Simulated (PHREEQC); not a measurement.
Dissolve 0.0062 mol/kgw FeSO4, 0.00097 mol/kgw NaH2PO4 and 0.22 mol/kgw Na2SO4 at 20 °C. Closed to the air; pH follows from the charge balance.

Computed with PHREEQC (ion-association model, phreeqc.dat).

This is a speciation only: nothing precipitates in the calculation.

Task: Predict the pH, ionic strength.

Result: pH 5.18; ionic strength 0.549 mol/kgw.

Task: In which forms is P present?

Result: H2PO4- 72 %, FeH2PO4+ 25 %, HPO4-2 2.1 %, FeHPO4 1.1 % of the P.

Saturation is exceeded, for instance for Vivianite; the values hold only as long as no solid forms.
